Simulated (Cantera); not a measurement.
Input (Python, Cantera):

```python
import numpy as np
import cantera as ct

gas = ct.Solution("gri30.yaml")
gas.TPX = 1575, 500000, {'CO': 1, 'H2': 0.41, 'O2': 0.441, 'N2': 1.66, 'H2O': 0.32}
reactor = ct.IdealGasConstPressureReactor(gas, energy="on", clone=False)
net = ct.ReactorNet([reactor])
net.rtol, net.atol = 1e-08, 1e-16
show = ['CO', 'H2', 'O2', 'N2O', 'NO']
times = np.geomspace(2e-06, 0.5, 12)

steps = ct.SolutionArray(gas, extra=["t"])
rows = []
print(f"{'t/s':>10s}{'T/K':>9s}{'P/Pa':>11s}" + "".join(f"{s:>11s}" for s in show))
for t in times:
    while net.time < t:
        t_next = net.step()
        steps.append(gas.state, t=t_next)
    rows.append([np.interp(t, steps.t, y) for y in (steps.T, steps.P, *steps(*show).X.T)])
    print(f"{t:10.3e}{rows[-1][0]:9.1f}{rows[-1][1]:11.4g}" + "".join(f"{x:11.3e}" for x in rows[-1][2:]))
rate = np.gradient(steps.T, steps.t)
print("integrator steps:", len(steps.t))
if steps.T.max() > steps.T[0] + 200:
    print(f"time of steepest temperature rise: {steps.t[rate.argmax()]:.4e} s")
gas.TPX = 1575, 500000, {'CO': 1, 'H2': 0.41, 'O2': 0.441, 'N2': 1.66, 'H2O': 0.32}
gas.equilibrate("HP")
print(f"equilibrium (HP): T = {gas.T:.1f} K  " + "  ".join(f"{s} {gas[s].X[0]:.3e}" for s in show))
```

It prints:

```
       t/s      T/K       P/Pa         CO         H2         O2        N2O         NO
 2.000e-06   1576.3      5e+05  2.609e-01  1.063e-01  1.146e-01  7.323e-10  5.935e-11
 6.191e-06   2332.2      5e+05  1.707e-01  3.444e-02  2.531e-02  2.352e-07  3.667e-05
 1.916e-05   2776.8      5e+05  1.553e-01  2.818e-02  1.200e-02  3.783e-07  2.323e-04
 5.932e-05   2884.0      5e+05  1.500e-01  2.614e-02  8.069e-03  4.868e-07  8.529e-04
 1.836e-04   2881.8      5e+05  1.503e-01  2.629e-02  7.617e-03  4.970e-07  2.464e-03
 5.684e-04   2874.6      5e+05  1.509e-01  2.660e-02  7.064e-03  5.391e-07  4.955e-03
 1.759e-03   2872.3      5e+05  1.511e-01  2.670e-02  6.896e-03  5.594e-07  5.726e-03
 5.446e-03   2872.3      5e+05  1.511e-01  2.670e-02  6.895e-03  5.596e-07  5.733e-03
 1.686e-02   2872.3      5e+05  1.511e-01  2.670e-02  6.895e-03  5.596e-07  5.733e-03
 5.218e-02   2872.3      5e+05  1.511e-01  2.670e-02  6.895e-03  5.596e-07  5.733e-03
 1.615e-01   2872.3      5e+05  1.511e-01  2.670e-02  6.895e-03  5.596e-07  5.733e-03
 5.000e-01   2872.3      5e+05  1.511e-01  2.670e-02  6.895e-03  5.596e-07  5.733e-03
integrator steps: 1313
time of steepest temperature rise: 3.5907e-06 s
equilibrium (HP): T = 2872.3 K  CO 1.511e-01  H2 2.670e-02  O2 6.895e-03  N2O 5.596e-07  NO 5.733e-03
```

Model: GRI-Mech 3.0 (53 species, 325 reactions), integrated in Cantera. The hydrogen kinetics of GRI-Mech 3.0 are dated; newer H2 mechanisms differ, most at raised pressure.
